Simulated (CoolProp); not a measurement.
Vinyl chloride along the isotherm 271.4 K: density (kg/m³) from the reference equation and from simpler models built on Tc = 425.0 K, pc = 5.600 MPa, ω = 0.160; each cubic takes its own stable root.

Values from CoolProp's reference Helmholtz-energy equation of state, Thol 2022.

```
p (MPa)   phase  reference
-------  ------  ---------
0.215    liquid      948.6
0.431    liquid      948.9
0.646    liquid      949.3
0.862    liquid      949.6
1.08     liquid      950.0
1.29     liquid      950.3
1.51     liquid      950.7
1.72     liquid      951.1
1.94     liquid      951.4
2.15     liquid      951.7
2.37     liquid      952.1
2.58     liquid      952.4
2.8      liquid      952.8
```

### Question
How far does each simpler model (van der Waals, Redlich-Kwong, Soave-Redlich-Kwong, Peng-Robinson) lie from the reference over these 13 states: mean and median of the absolute difference, and the worst?

### Answer
- van der Waals: mean 51.3 %, median 37.2 %, worst -99.4 % at 271.4 K and 0.215 MPa
- Redlich-Kwong: mean 8.1 %, median 8.1 %, worst -8.3 % at 271.4 K and 0.215 MPa
- Soave-Redlich-Kwong: mean 6.6 %, median 6.6 %, worst -6.6 % at 271.4 K and 0.215 MPa
- Peng-Robinson: mean 5.6 %, median 5.6 %, worst +5.6 % at 271.4 K and 2.8 MPa

At some of these states van der Waals gives the other phase, because its saturation line lies elsewhere.
